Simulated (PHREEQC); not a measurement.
0.04 g of hydrous ferric oxide (600 m²/g; 0.2 weak and 0.005 strong sites per Fe, Dzombak-Morel constants, diffuse double layer) in 1 kg of water with 0.1 mol/kgw of an inert sodium salt and 2.4e-06 mol H3BO3, at 25 °C; the pH is set by adding NaOH or the inert anion's acid. Oxygen alone is held at its pressure in air (log pO2 = -0.68). The system is closed to CO2. No solid was allowed to form.

Base run: PHREEQC, ion-association model, wateq4f.dat. Each further column changes one thing. The table gives surface charge σ (C/m²).

```json
[
 {"pH": "4", "base": "0.321", "background salt from 0.1 to 0.01 mol/kgw": "0.216", "oxide from 0.04 to 0.2 g/kgw": "0.321", "0.00025 mol/kgw BaCl2 added": "0.321"},
 {"pH": "5", "base": "0.215", "background salt from 0.1 to 0.01 mol/kgw": "0.113", "oxide from 0.04 to 0.2 g/kgw": "0.215", "0.00025 mol/kgw BaCl2 added": "0.215"},
 {"pH": "5.5", "base": "0.159", "background salt from 0.1 to 0.01 mol/kgw": "0.077", "oxide from 0.04 to 0.2 g/kgw": "0.159", "0.00025 mol/kgw BaCl2 added": "0.159"},
 {"pH": "6.5", "base": "0.074", "background salt from 0.1 to 0.01 mol/kgw": "0.030", "oxide from 0.04 to 0.2 g/kgw": "0.074", "0.00025 mol/kgw BaCl2 added": "0.074"},
 {"pH": "7", "base": "0.045", "background salt from 0.1 to 0.01 mol/kgw": "0.017", "oxide from 0.04 to 0.2 g/kgw": "0.045", "0.00025 mol/kgw BaCl2 added": "0.046"},
 {"pH": "8", "base": "0.004", "background salt from 0.1 to 0.01 mol/kgw": "0.001", "oxide from 0.04 to 0.2 g/kgw": "0.004", "0.00025 mol/kgw BaCl2 added": "0.007"},
 {"pH": "9", "base": "-0.034", "background salt from 0.1 to 0.01 mol/kgw": "-0.013", "oxide from 0.04 to 0.2 g/kgw": "-0.034", "0.00025 mol/kgw BaCl2 added": "-0.029"},
 {"pH": "9.5", "base": "-0.060", "background salt from 0.1 to 0.01 mol/kgw": "-0.024", "oxide from 0.04 to 0.2 g/kgw": "-0.060", "0.00025 mol/kgw BaCl2 added": "-0.045"},
 {"pH": "10.5", "base": "-0.137", "background salt from 0.1 to 0.01 mol/kgw": "-0.064", "oxide from 0.04 to 0.2 g/kgw": "-0.137", "0.00025 mol/kgw BaCl2 added": "-0.058"},
 {"pH": "11", "base": "-0.190", "background salt from 0.1 to 0.01 mol/kgw": "-0.099", "oxide from 0.04 to 0.2 g/kgw": "-0.190", "0.00025 mol/kgw BaCl2 added": "-0.060"},
 {"pH": "12", "base": "-0.306", "background salt from 0.1 to 0.01 mol/kgw": "-0.229", "oxide from 0.04 to 0.2 g/kgw": "-0.306", "0.00025 mol/kgw BaCl2 added": "-0.064"}
]
```
